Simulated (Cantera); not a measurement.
Feed: 1 mol PbO, 3.6 mol C, 7.4 mol N2, at 2250 °C and 10.0 mbar.

These are equilibrium values from Cantera (NASA tables, ideal gas, pure condensed phases), not measurements of a reactor. Candidate condensed phases: C, Pb, PbO, PbO2, Pb3O4; 27 gas species. Rates play no part.

Base state: N2 0.786, CO 0.106, Pb 0.106, CN 0.00110, C3 7.09e-5, C2N2 7.00e-5, C 2.28e-5 (mole fractions); condensed: C(graphite).

Task: What changes in the equilibrium state with this change: temperature from 2250 °C to 2052 °C?

Result: 
```
species            before     after
----------------  -------  --------
N2                  0.786     0.787
Pb                  0.106     0.106
CO                  0.106     0.106
CN                0.00110  0.000191
C3                7.09e-5   2.64e-6
C                 2.28e-5   1.25e-6
C2N2              7.00e-5   1.98e-5
C(graphite), mol     2.59      2.60
```
